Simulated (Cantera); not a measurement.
Input: 1 mol BN, 11 mol HCl, 19 mol HF, equilibrated at 1600 K.

These are equilibrium values from Cantera (NASA tables, ideal gas, pure condensed phases), not measurements of a reactor. Candidate condensed phases: B, BN, NH4Cl; 40 gas species. The tables' values for BF2 are old estimates; treat these amounts as uncertain. Equilibrium is a limit: real reactors are often held back by kinetics, nucleation or transport.

log p: log10 of the partial pressure in bar; nothing condenses.

```json
[
 {"P (Pa)": "1", "log p HF": "-5.28", "log p HCl": "-5.47", "log p H2": "-6.25", "log p BF3": "-6.50", "log p Cl": "-6.71", "log p N2": "-6.78"},
 {"P (Pa)": "4.20", "log p HF": "-4.65", "log p HCl": "-4.83", "log p H2": "-5.65", "log p BF3": "-5.86", "log p Cl": "-6.37", "log p N2": "-6.16"},
 {"P (Pa)": "18", "log p HF": "-4.02", "log p HCl": "-4.19", "log p H2": "-5.03", "log p BF3": "-5.23", "log p Cl": "-6.04", "log p N2": "-5.52"},
 {"P (Pa)": "75", "log p HF": "-3.40", "log p HCl": "-3.56", "log p H2": "-4.42", "log p BF3": "-4.60", "log p Cl": "-5.72", "log p N2": "-4.90"},
 {"P (Pa)": "320", "log p HF": "…", "log p HCl": "…", "log p H2": "…", "log p BF3": "…", "log p Cl": "…", "log p N2": "…"},
 {"P (Pa)": "1300", "log p HF": "-2.16", "log p HCl": "-2.32", "log p H2": "-3.19", "log p BF3": "-3.36", "log p Cl": "-5.10", "log p N2": "-3.66"},
 {"P (Pa)": "5600", "log p HF": "-1.52", "log p HCl": "-1.69", "log p H2": "-2.55", "log p BF3": "-2.73", "log p Cl": "-4.78", "log p N2": "-3.03"},
 {"P (Pa)": "24000", "log p HF": "…", "log p HCl": "…", "log p H2": "…", "log p BF3": "…", "log p Cl": "…", "log p N2": "…"},
 {"P (Pa)": "100000", "log p HF": "-0.27", "log p HCl": "-0.44", "log p H2": "-1.30", "log p BF3": "-1.48", "log p Cl": "-4.15", "log p N2": "-1.78"}
]
```

### Question
Complete the blanks.

### Answer

- 24000, log p HF: -0.89
- 24000, log p HCl: -1.06
- 24000, log p H2: -1.92
- 24000, log p BF3: -2.10
- 24000, log p Cl: -4.46
- 24000, log p N2: -2.40
- 320, log p HF: -2.77
- 320, log p HCl: -2.93
- 320, log p H2: -3.79
- 320, log p BF3: -3.97
- 320, log p Cl: -5.40
- 320, log p N2: -4.27
